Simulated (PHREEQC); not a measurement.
Dissolve 90 mmol/kgw HF, 20 mmol/kgw CsF and 0.0056 mmol/kgw H4SiO4 at 65 °C. Closed to the air; pH follows from the charge balance.

Equilibrium calculation in PHREEQC: ion-association model, wateq4f.dat.

### Question
The ionic strength comes out as 0.0219 mol/kgw. What activity coefficients do Cs+, HF2-, H+, SiF6-2, F- get?

### Answer
Cs+ 0.86, HF2- 0.85, H+ 0.88, SiF6-2 0.55, F- 0.85.

This is a speciation only: nothing precipitates in the calculation. Species that the database lacks are ignored. wateq4f.dat counts part of the HF as a dimer, H2F2, which phreeqc.dat doesn't know; its constant is uncertain. Away from 25 °C the constants follow the database's enthalpies or fits; those with neither stay at their 25 °C values. SiF6-2 is the database's only silicon fluoride.
